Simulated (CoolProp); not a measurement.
Vapour pressure (MPa) of hydrogen sulfide: the reference equation beside estimates from Tc = 100.0 °C, pc = 8.999 MPa, ω = 0.101. Clausius-Clapeyron is anchored at 36.85 °C with a constant enthalpy of vaporisation of 13.26 kJ/mol.

The numbers come from the reference Helmholtz-energy equation of state, Lemmon 2006 in CoolProp. It is a short technical equation, of lower accuracy than the large ones.

```json
[
 {"T (°C)": "22.35", "reference": "1.889", "Lee-Kesler": "1.892", "Clausius-Clapeyron": "2.072", "van der Waals": "3.293", "Redlich-Kwong": "2.060", "Soave-Redlich-Kwong": "1.905", "Peng-Robinson": "1.888"},
 {"T (°C)": "25.95", "reference": "2.065", "Lee-Kesler": "2.067", "Clausius-Clapeyron": "2.211", "van der Waals": "3.483", "Redlich-Kwong": "2.246", "Soave-Redlich-Kwong": "2.083", "Peng-Robinson": "2.064"},
 {"T (°C)": "29.55", "reference": "2.251", "Lee-Kesler": "2.254", "Clausius-Clapeyron": "2.356", "van der Waals": "3.680", "Redlich-Kwong": "2.443", "Soave-Redlich-Kwong": "2.273", "Peng-Robinson": "2.252"},
 {"T (°C)": "33.25", "reference": "2.456", "Lee-Kesler": "2.458", "Clausius-Clapeyron": "2.511", "van der Waals": "3.890", "Redlich-Kwong": "2.658", "Soave-Redlich-Kwong": "2.481", "Peng-Robinson": "2.457"},
 {"T (°C)": "36.85", "reference": "2.667", "Lee-Kesler": "2.669", "Clausius-Clapeyron": "2.667", "van der Waals": "4.101", "Redlich-Kwong": "2.880", "Soave-Redlich-Kwong": "2.696", "Peng-Robinson": "2.670"},
 {"T (°C)": "40.45", "reference": "2.891", "Lee-Kesler": "2.893", "Clausius-Clapeyron": "2.829", "van der Waals": "4.319", "Redlich-Kwong": "3.113", "Soave-Redlich-Kwong": "2.924", "Peng-Robinson": "2.896"},
 {"T (°C)": "44.05", "reference": "3.129", "Lee-Kesler": "3.130", "Clausius-Clapeyron": "2.998", "van der Waals": "4.544", "Redlich-Kwong": "3.359", "Soave-Redlich-Kwong": "3.166", "Peng-Robinson": "3.135"},
 {"T (°C)": "47.75", "reference": "3.388", "Lee-Kesler": "3.388", "Clausius-Clapeyron": "3.176", "van der Waals": "4.783", "Redlich-Kwong": "3.626", "Soave-Redlich-Kwong": "3.430", "Peng-Robinson": "3.396"},
 {"T (°C)": "51.35", "reference": "3.654", "Lee-Kesler": "3.654", "Clausius-Clapeyron": "3.357", "van der Waals": "5.023", "Redlich-Kwong": "3.898", "Soave-Redlich-Kwong": "3.700", "Peng-Robinson": "3.665"},
 {"T (°C)": "54.95", "reference": "3.934", "Lee-Kesler": "3.935", "Clausius-Clapeyron": "3.543", "van der Waals": "5.270", "Redlich-Kwong": "4.184", "Soave-Redlich-Kwong": "3.986", "Peng-Robinson": "3.949"},
 {"T (°C)": "58.55", "reference": "4.231", "Lee-Kesler": "4.230", "Clausius-Clapeyron": "3.734", "van der Waals": "5.524", "Redlich-Kwong": "4.483", "Soave-Redlich-Kwong": "4.287", "Peng-Robinson": "4.249"},
 {"T (°C)": "62.25", "reference": "4.552", "Lee-Kesler": "4.552", "Clausius-Clapeyron": "3.938", "van der Waals": "5.793", "Redlich-Kwong": "4.805", "Soave-Redlich-Kwong": "4.613", "Peng-Robinson": "4.574"},
 {"T (°C)": "65.85", "reference": "4.881", "Lee-Kesler": "4.881", "Clausius-Clapeyron": "4.142", "van der Waals": "6.063", "Redlich-Kwong": "5.134", "Soave-Redlich-Kwong": "4.946", "Peng-Robinson": "4.907"}
]
```

Absolute difference from the reference over all 13 rows, mean and median: Lee-Kesler 0.1 and 0.0 %, Clausius-Clapeyron 7.3 and 7.1 %, van der Waals 46.8 and 45.2 %, Redlich-Kwong 7.3 and 7.4 %, Soave-Redlich-Kwong 1.1 and 1.2 %, Peng-Robinson 0.2 and 0.2 %.
